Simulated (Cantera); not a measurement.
A perfectly stirred reactor is fed with H₂ : O₂ : N₂ : H₂O = 1 : 0.521 : 1.96 : 0.082 (molar parts), equivalence ratio 0.96, at 500000 Pa; it is adiabatic with a 673 K inlet, and is followed from long to short residence time, starting on the burning branch (τ in s: 0.063, 0.028, 0.012, 0.0054, 0.0024, 0.001, 0.00046, 0.0002, 8.8e-05, 3.9e-05, 1.7e-05, 7.5e-06).

Computed with Cantera and the H2/O2 subset of GRI-Mech 3.0, which has no nitrogen chemistry. The hydrogen kinetics of GRI-Mech 3.0 are dated; newer H2 mechanisms differ, most at raised pressure.

Q: What does this change do: H2 1 to 0.67 parts?

A: 
```json
[
 {"quantity": "blow-out, bracketed by the residence times tried", "before": "burning at 7.50 µs, the shortest tried", "after": "burning at 7.50 µs, the shortest tried"},
 {"quantity": "x(H₂) at τ = 63.0 ms", "before": "0.0122", "after": "0.000459"},
 {"quantity": "x(O₂) at τ = 63.0 ms", "before": "0.0103", "after": "0.0633"},
 {"quantity": "x(H₂O) at τ = 63.0 ms", "before": "0.331", "after": "0.257"},
 {"quantity": "x(H) at τ = 63.0 ms", "before": "0.00170", "after": "4.76e-5"},
 {"quantity": "x(O) at τ = 63.0 ms", "before": "0.000929", "after": "0.000262"},
 {"quantity": "x(H₂) at τ = 0.460 ms", "before": "0.0173", "after": "0.00221"},
 {"quantity": "x(O₂) at τ = 0.460 ms", "before": "0.0124", "after": "0.0630"},
 {"quantity": "x(H₂O) at τ = 0.460 ms", "before": "0.323", "after": "0.253"},
 {"quantity": "x(H) at τ = 0.460 ms", "before": "0.00308", "after": "0.000406"},
 {"quantity": "x(O) at τ = 0.460 ms", "before": "0.00145", "after": "0.000982"}
]
```

Q: What does this change do: inlet temperature 673 to 375 K?

A: 
```json
[
 {"quantity": "blow-out, bracketed by the residence times tried", "before": "burning at 7.50 µs, the shortest tried", "after": "burning at 7.50 µs, the shortest tried"},
 {"quantity": "x(H₂) at τ = 63.0 ms", "before": "0.0122", "after": "0.00607"},
 {"quantity": "x(O₂) at τ = 63.0 ms", "before": "0.0103", "after": "0.00838"},
 {"quantity": "x(H₂O) at τ = 63.0 ms", "before": "0.331", "after": "0.342"},
 {"quantity": "x(H) at τ = 63.0 ms", "before": "0.00170", "after": "0.000559"},
 {"quantity": "x(O) at τ = 63.0 ms", "before": "0.000929", "after": "0.000356"},
 {"quantity": "x(H₂) at τ = 0.460 ms", "before": "0.0173", "after": "0.0140"},
 {"quantity": "x(O₂) at τ = 0.460 ms", "before": "0.0124", "after": "0.0117"},
 {"quantity": "x(H₂O) at τ = 0.460 ms", "before": "0.323", "after": "0.330"},
 {"quantity": "x(H) at τ = 0.460 ms", "before": "0.00308", "after": "0.00222"},
 {"quantity": "x(O) at τ = 0.460 ms", "before": "0.00145", "after": "0.000974"}
]
```

Q: What does this change do: N2 1.96 to 1.5 parts?

A: 
```
quantity                                                                          before                                   after
------------------------------------------------  --------------------------------------  --------------------------------------
blow-out, bracketed by the residence times tried  burning at 7.50 µs, the shortest tried  burning at 7.50 µs, the shortest tried
x(H₂) at τ = 63.0 ms                                                              0.0122                                  0.0229
x(O₂) at τ = 63.0 ms                                                              0.0103                                  0.0147
x(H₂O) at τ = 63.0 ms                                                              0.331                                   0.373
x(H) at τ = 63.0 ms                                                              0.00170                                 0.00434
x(O) at τ = 63.0 ms                                                             0.000929                                 0.00223
x(H₂) at τ = 0.460 ms                                                             0.0173                                  0.0255
x(O₂) at τ = 0.460 ms                                                             0.0124                                  0.0158
x(H₂O) at τ = 0.460 ms                                                             0.323                                   0.368
x(H) at τ = 0.460 ms                                                             0.00308                                 0.00526
x(O) at τ = 0.460 ms                                                             0.00145                                 0.00257
```
